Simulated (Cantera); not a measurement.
An adiabatic, constant-volume homogeneous reactor starts with H2 : O2 : N2 : H2O = 1 : 0.25 : 0.94 : 0.13 (molar parts), equivalence ratio 2.0, at 1798 K and 0.257 atm.

Detailed kinetics in Cantera: GRI-Mech 3.0 (53 species, 325 reactions).

One state of this run: T (K) = 2076; P (bar) = 0.297; x H2 = 0.181; x O2 = 0.00618; x O = 0.0114; x NO2 = 4.83e-11; x NO = 5.89e-6; x HO2 = 1.10e-6; x H2O = 0.230. x: mole fraction; the columns are a selection and need not sum to one.

Q: Which value of t (s) does it belong to?
A. 0.000502
B. 0.0629
C. 7.26e-5
D. 0.00132

A: C, 7.26e-5
